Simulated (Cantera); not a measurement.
V₂O₅ + H₂ + H₂O (hydrogen reduction and annealing atmospheres)

Feed: 1 mol V₂O₅, 0.98 mol H₂, 7.1 mol H₂O, at 7200 Torr.

Equilibrium computed with Cantera from the NASA thermochemical tables; the gas is ideal and each condensed phase is pure. Candidate condensed phases: H₂O, V, VO, V₂O₃, V₂O₄, V₂O₅; 12 gas species. Mutual solubility and eutectic melting of coexisting phases are not modelled. Condensed phases not in the tables: the oxides between V₂O₃ and V₂O₅ other than VO₂. Gases not in the tables: V₄O₁₀. Rates play no part.

| T (K) | log p H₂O | log p H₂ | log p O₂ | log p OH | log p VO₂ | log p H | log p O | log p HO₂ | n V₂O₄(s) | n V₂O₅(l) | n V₂O₄(l) |
|---|---|---|---|---|---|---|---|---|---|---|---|
| 1200 | 0.98 | -5.62 | -2.59 | -5.01 | -10.96 | -9.52 | -8.89 | -8.31 | 0.984 | 0.0156 | 0 |
| 1275 | 0.98 | -5.14 | -2.26 | -4.51 | -9.80 | -8.70 | -8.08 | -7.73 | 0.989 | 0.0108 | 0 |
| 1350 | 0.98 | -4.72 | -1.98 | -4.07 | -8.77 | -7.98 | -7.37 | -7.21 | 0.998 | 0.00240 | 0 |
| 1425 | 0.98 | -4.24 | -1.93 | -3.73 | -7.85 | -7.28 | -6.82 | -6.90 | 1.00 | 0 | 0 |
| 1500 | 0.98 | -3.78 | -1.93 | -3.43 | -7.02 | -6.64 | -6.36 | -6.66 | 1.00 | 0 | 0 |
| 1575 | 0.98 | -3.36 | -1.92 | -3.16 | -6.28 | -6.06 | -5.93 | -6.43 | 1.00 | 0 | 0 |
| 1650 | 0.98 | -2.99 | -1.92 | -2.91 | -5.61 | -5.54 | -5.55 | -6.23 | 1.000 | 0 | 0 |
| 1725 | 0.98 | -2.65 | -1.90 | -2.68 | -5.00 | -5.06 | -5.19 | -6.03 | 1.000 | 0 | 0 |
| 1800 | 0.98 | -2.35 | -1.88 | -2.47 | -4.45 | -4.62 | -4.85 | -5.84 | 1.000 | 0 | 0 |
| 1875 | 0.98 | -2.08 | -1.83 | -2.27 | -3.99 | -4.22 | -4.54 | -5.66 | 0 | 0 | 1.000 |
| 1950 | 0.98 | -1.84 | -1.77 | -2.08 | -3.59 | -3.86 | -4.23 | -5.47 | 0 | 0 | 1.000 |
| 2025 | 0.98 | -1.63 | -1.69 | -1.90 | -3.22 | -3.53 | -3.94 | -5.27 | 0 | 0 | 1.000 |
log p: log10 of the partial pressure in bar; n: condensed amount in mol.

From 1200 K to 1350 K the condensed part is V₂O₄(s) + V₂O₅(l). From 1425 K to 1800 K the condensed part is V₂O₄(s). From 1875 K to 2025 K the condensed part is V₂O₄(l).
